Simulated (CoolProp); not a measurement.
Vapour pressure (bar) of C3F8 (R218): the reference equation beside estimates from Tc = 71.9 °C, pc = 26.40 bar, ω = 0.317.

Computed with CoolProp (reference Helmholtz-energy equation of state, Lemmon 2006). It is a short technical equation, of lower accuracy than the large ones.

```tsv
T (°C)	reference	Redlich-Kwong	Soave-Redlich-Kwong	Peng-Robinson
-22.75	1.835	3.109	1.839	1.827
-18.35	2.176	3.571	2.184	2.166
-14.05	2.554	4.067	2.567	2.543
-9.75	2.981	4.610	2.999	2.968
-5.35	3.470	5.217	3.497	3.457
-1.05	4.005	5.861	4.042	3.992
3.25	4.600	6.558	4.648	4.588
7.55	5.258	7.310	5.320	5.250
11.95	6.002	8.139	6.081	5.999
16.25	6.803	9.008	6.901	6.807
20.55	7.680	9.939	7.799	7.694
24.95	8.663	10.96	8.806	8.690
29.25	9.711	12.02	9.880	9.754
33.55	10.85	13.14	11.05	10.91
37.95	12.12	14.37	12.34	12.20
```

Absolute difference from the reference over all 15 rows, mean and median: Redlich-Kwong 40.9 and 39.0 %, Soave-Redlich-Kwong 1.1 and 1.2 %, Peng-Robinson 0.3 and 0.4 %.
